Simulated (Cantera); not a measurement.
# Equilibrium for chlorosilane synthesis and conversion: SiCl₄ + HCl + H₂

Charge: 1 mol SiCl₄, 4.9 mol HCl, 7.9 mol H₂, held at 1000 °C and 20000 Pa.

These are equilibrium values from Cantera (NASA tables, ideal gas, pure condensed phases), not measurements of a reactor. Candidate condensed phases: Si; 19 gas species. The tables' values for SiCl₃ are old estimates; treat these amounts as uncertain. Equilibrium is a limit: real reactors are often held back by kinetics, nucleation or transport.

| Quantity | Value |
|---|---|
| x(H₂) | 0.564 |
| x(HCl) | 0.363 |
| x(SiCl₄) | 0.0640 |
| x(SiHCl₃) | 0.00397 |
| x(SiCl₃) | 0.00321 |
| x(SiCl₂) | 0.00105 |
| x(SiH₂Cl₂) | 3.42e-5 |
| x(H) | 1.20e-6 |
| gas amount | 13.84 mol |
| log10 activity of Si(s) (absent) | -2.76 |
